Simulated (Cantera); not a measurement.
A closed system holds: 1 mol TiCl₄, 2.7 mol O₂, 72 mol N₂, equilibrated at 1325 °C and 0.0133 bar.

Cantera equilibrium calculation (NASA polynomials, part measured and part estimated; ideal gas, pure solids and liquids). Candidate condensed phases: Ti, TiCl₂, TiCl₃, TiCl₄, TiN, TiO, TiO₂, Ti₂O₃, Ti₃O₅, Ti₄O₇; 21 gas species. Kinetics and transport are ignored.

Base state: N₂ 0.929, Cl 0.0467, O₂ 0.0216, Cl₂ 0.00246, NO 0.000668, O 1.80e-5, ClO 1.73e-5 (mole fractions); condensed: TiO₂(rutile).

Q: What changes in the equilibrium state with this change: temperature from 1325 °C to 502 °C?

A: 
```csv
species,before,after
N₂,0.929,0.951
Cl₂,0.00246,0.0264
O₂,0.0216,0.0225
Cl,0.0467,7.23e-6
O,1.80e-5,<1e-9
NO,0.000668,4.62e-7
ClO,1.73e-5,1.69e-8
"TiO₂(rutile), mol",1.000,1.00
```
Condensed phases not in the tables: TiOCl.

Q: What changes in the equilibrium state with this change: N₂ from 72 to 1.1 mol?

A: 
| species | before | after |
|---|---|---|
| Cl | 0.0467 | 0.370 |
| O₂ | 0.0216 | 0.288 |
| N₂ | 0.929 | 0.186 |
| Cl₂ | 0.00246 | 0.154 |
| TiCl₄ | 4.11e-7 | 0.000121 |
| ClO | 1.73e-5 | 0.000501 |
| O | 1.80e-5 | 6.59e-5 |
| NO | 0.000668 | 0.00109 |
| TiO₂(rutile), mol | 1.000 | 0.999 |

Q: What changes in the equilibrium state with this change: N₂ from 72 to 31 mol?

A: 
```json
[
 {"species": "N₂", "before": "0.929", "after": "0.852"},
 {"species": "Cl", "before": "0.0467", "after": "0.0912"},
 {"species": "O₂", "before": "0.0216", "after": "0.0463"},
 {"species": "Cl₂", "before": "0.00246", "after": "0.00938"},
 {"species": "ClO", "before": "1.73e-5", "after": "4.95e-5"},
 {"species": "O", "before": "1.80e-5", "after": "2.64e-5"},
 {"species": "NO", "before": "0.000668", "after": "0.000937"},
 {"species": "TiO₂(rutile), mol", "before": "1.000", "after": "1.000"}
]
```
